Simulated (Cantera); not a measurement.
An isothermal, constant-pressure homogeneous reactor starts with 19.1 % H2, 54.6 % O2, 26.2 % N2, equivalence ratio 0.17, at 923 K and 2000 Pa.

Cantera simulation using GRI-Mech 3.0 (53 species, 325 reactions); the numbers are that mechanism's predictions, not measurements. Radical loss at walls, strong at low pressure, is not modelled. Below about 950 K walls govern HO2 and H2O2 in real vessels. The temperature is held fixed by assumption; the heat of reaction is taken as removed at once.

x: mole fraction; the columns are a selection and need not sum to one.

| t (s) | x H2 | x O2 | x NO | x O | x N2O |
|---|---|---|---|---|---|
| 0.000200 | 0.191 | 0.546 | <1e-12 | 7.84e-12 | <1e-12 |
| 0.000557 | 0.191 | 0.546 | <1e-12 | 6.61e-11 | <1e-12 |
| 0.00155 | 0.191 | 0.546 | <1e-12 | 3.59e-9 | <1e-12 |
| 0.00431 | 0.190 | 0.546 | <1e-12 | 0.000149 | <1e-12 |
| 0.0120 | … | 0.496 | 2.15e-7 | … | 7.59e-10 |
| 0.0334 | 0.000557 | 0.498 | 2.20e-7 | 0.000226 | 1.07e-9 |
| 0.0928 | 0.000109 | 0.498 | 2.17e-7 | 3.38e-5 | 1.16e-9 |
| 0.258 | 1.74e-5 | 0.498 | 2.15e-7 | 5.74e-6 | 1.20e-9 |
| 0.719 | 1.99e-6 | 0.498 | 2.14e-7 | 1.01e-6 | 1.22e-9 |
| 2.00 | … | 0.498 | 2.15e-7 | … | 1.23e-9 |

**Question.** What belongs in the gaps?

**Answer.** 
- 0.0120, x H2: 0.00498
- 0.0120, x O: 0.00377
- 2.00, x H2: 1.73e-7
- 2.00, x O: 2.10e-7
